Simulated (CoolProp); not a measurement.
R227EA along the isotherm 437.4 K: fugacity coefficient from the reference equation and from simpler models built on Tc = 374.9 K, pc = 2.925 MPa, ω = 0.358; each cubic takes its own stable root.

Computed with CoolProp (reference Helmholtz-energy equation of state, Lemmon 2016).

```
p (MPa)          phase  reference  van der Waals  Redlich-Kwong  Soave-Redlich-Kwong  Peng-Robinson
-------  -------------  ---------  -------------  -------------  -------------------  -------------
0.0463             gas     0.9969         0.9968         0.9966               0.9970         0.9965
0.0781             gas     0.9948         0.9946         0.9942               0.9949         0.9941
0.132              gas     0.9911         0.9909         0.9903               0.9914         0.9900
0.222              gas     0.9851         0.9846         0.9836               0.9856         0.9832
0.375              gas     0.9750         0.9741         0.9725               0.9758         0.9718
0.633              gas     0.9580         0.9564         0.9538               0.9594         0.9528
1.07               gas     0.9298         0.9265         0.9226               0.9320         0.9213
1.8                gas     0.8838         0.8771         0.8717               0.8875         0.8708
3.04     supercritical     0.8089         0.7937         0.7888               0.8156         0.7909
5.14     supercritical     0.6924         0.6545         0.6604               0.7065         0.6738
8.67     supercritical     0.5499         0.5134         0.5174               0.5789         0.5411
14.6     supercritical     0.4489         0.4424         0.4256               0.4901         0.4454
```
